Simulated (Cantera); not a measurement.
A perfectly stirred reactor is fed with 0.691 % H2, 21.6 % O2, 77.7 % N2, equivalence ratio 0.016, at 0.0330 bar; it is held at 1050 K, and followed from long to short residence time.

Computed with Cantera and the H2/O2 subset of GRI-Mech 3.0, which has no nitrogen chemistry. Radical loss at walls, strong at low pressure, is not modelled.

x: mole fraction; the columns are a selection and need not sum to one.

```tsv
τ (s)	x H2	x O2	x HO2	x OH	x H2O2	x H2O
0.47	0.000138	0.213	…	0.000121	4.00e-8	0.00671
0.28	0.000184	0.213	…	0.000148	4.54e-8	0.00663
0.16	0.000253	0.213	…	0.000184	5.22e-8	0.00652
0.096	0.000338	0.213	…	0.000224	5.94e-8	0.00638
0.056	0.000463	0.213	…	0.000275	6.80e-8	0.00618
0.033	0.000634	0.212	…	0.000331	7.77e-8	0.00591
0.019	0.000889	0.212	2.32e-6	0.000396	8.93e-8	0.00554
0.011	0.00125	0.212	2.46e-6	0.000461	1.02e-7	0.00506
0.0067	0.00173	0.213	2.56e-6	0.000511	1.13e-7	0.00450
0.0039	0.00246	0.213	2.61e-6	0.000541	1.22e-7	0.00373
```

Q: What belongs in the gaps?

A: 
- 0.47, x HO2: 1.12e-6
- 0.28, x HO2: 1.31e-6
- 0.16, x HO2: 1.52e-6
- 0.096, x HO2: 1.72e-6
- 0.056, x HO2: 1.94e-6
- 0.033, x HO2: 2.13e-6
